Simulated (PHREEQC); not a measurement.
Model water analysis in mg/L, 45 °C, pH 2.02, pe 9.8:

```tsv
constituent	mg/L
Na	134
K	0.000967
Ca	544
Mg	26.5
Cl	278
S(6) as SO4	2290
Br	1.82
Cu(2)	1.17
Al	1.98
```

Valence states are taken as typed.

Computed with PHREEQC (ion-association model, phreeqc.dat).

```yaml
ionic_strength: 0.0583 mol/kgw
specific_conductance: 9940 µS/cm
density: 0.993 g/cm³
total_alkalinity: -20.1 meq/kg
charge_balance_error: -0.1 %
```

```tsv
species	molality	activity	log γ
H+	0.0113	0.00955	-0.074
SO4-2	0.0106	0.00455	-0.367
Ca+2	0.00939	0.00414	-0.355
HSO4-	0.00838	0.00676	-0.094
Cl-	0.00787	0.00628	-0.098
Na+	0.00570	0.00462	-0.092
CaSO4	0.00381	0.00386	0.006
Mg+2	0.000616	0.000280	-0.343
MgSO4	0.000477	0.000484	0.006
CaHSO4+	0.000418	0.000337	-0.094
NaSO4-	0.000146	0.000119	-0.089
AlSO4+	5.40e-5	4.35e-5	-0.094
Br-	2.28e-5	1.80e-5	-0.103
```

Precipitation was switched off in this run. At this temperature some constants are extrapolated from 25 °C, and those without enthalpy data are left unchanged.
